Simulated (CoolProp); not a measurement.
Vapour-liquid equilibrium of propane (1) + isobutene (2) at 35.05 °C; x and y are mole fractions of (1).

Values from CoolProp's multi-fluid Helmholtz-energy mixture model, Lemmon 2009 and Lemmon 2005; pair parameters Bell 2016.

**Question.** Give the bubble pressure and the first vapour's composition at x = 0.2, 0.5, 0.95. Is there an azeotrope?

**Answer.** x = 0.2: 0.5934 MPa, y = 0.410; x = 0.5: 0.8187 MPa, y = 0.700; x = 0.95: 1.176 MPa, y = 0.976. No azeotrope shows between x = 0.05 and 0.95.

The pair parameters rest on a limited set of measurements; away from them the model extrapolates. The gap from Raoult's law changes sign with composition, which may be real or a fault of the pair parameters; it wasn't checked against measurements.
